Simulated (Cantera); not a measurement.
What does this Cantera script print?

```python
import numpy as np
import cantera as ct

gas_names = [...]  # 87 gases of nasa_gas.yaml made of C, H, Si
cond_names = """
    C(gr) C6H6(L) C7H8(L) C8H18(L),n-octa Si(cr) Si(L) SiC(b)
""".split()


# ... load() reads the species with a 1 bar reference pressure and builds the phases ...
atoms = {
    'Si(CH3)4': {'Si': 1, 'C': 4, 'H': 12},
    'C2H4': {'C': 2, 'H': 4},
    'H2': {'H': 2},
}
top_T = {'C(gr)': 4500, 'SiC(b)': 3050}  # K; cautious upper limits of use, not melting points


# ... equilibrate(T, P, feed) seeds the gas with the atoms and calls Mixture.equilibrate('TP', solver="vcs", rtol=1e-11, max_steps=5000) ...
results = []
feed = {'Si(CH3)4': 1, 'C2H4': 0.014, 'H2': 1.2}  # mol
P = 133.322  # Pa
for T in [2173, 2248, 2323, 2398, 2473, 2548, 2623]:
    mix = equilibrate(T, P, feed)
    results.append((T, P, feed, dict(zip(mix.species_names, mix.species_moles))))

top = {s: max(r[3][s] / sum(r[3][g] for g in gas_names) for r in results) for s in gas_names}
cols = sorted((s for s in top if top[s] > 1e-06), key=lambda s: -top[s])[:9]
seen = [c for c in cond_names if any(r[3].get(c, 0) > 1e-12 for r in results)]
print("log10 of partial pressures in bar; condensed amounts in mol")
print(f"{'T/K':>10s}" + "".join(f"{s[:9]:>10s}" for s in cols + seen))
for T, P, feed, n in results:
    ng = sum(n[g] for g in gas_names)
    print(f"{T:10.4g}" + "".join(f"{np.log10(max(n[s] / ng * P / 1e5, 1e-99)):10.3f}" for s in cols)
          + "".join(f"{n.get(c, 0):10.4g}" for c in seen))
```

It prints:

```
log10 of partial pressures in bar; condensed amounts in mol
       T/K        H2         H        Si      SiC2 C2H2,acet      Si2C        C3       C2H       SiH     C(gr)    SiC(b)
      2173    -2.945    -3.789    -4.554    -5.616    -5.601    -5.826    -8.857    -7.939    -6.357     3.161    0.7992
      2248    -2.996    -3.632    -4.143    -5.083    -5.476    -5.305    -8.204    -7.515    -6.034     3.432    0.4152
      2323    -3.060    -3.493    -3.950    -4.775    -5.375    -5.200    -7.594    -7.128    -5.932     3.689         0
      2398    -3.119    -3.362    -3.967    -4.686    -5.280    -5.499    -7.023    -6.765    -6.034     3.619         0
      2473    -3.196    -3.250    -4.000    -4.620    -5.212    -5.814    -6.488    -6.434    -6.158     3.529         0
      2548    -3.294    -3.157    -4.043    -4.570    -5.174    -6.135    -5.986    -6.137    -6.299     3.415         0
      2623    -3.415    -3.083    -4.092    -4.533    -5.167    -6.455    -5.513    -5.871    -6.456     3.252         0
```

Equilibrium computed with Cantera from the NASA thermochemical tables; the gas is ideal and each condensed phase is pure. Gases not in the tables: Si2H6 and higher silanes.
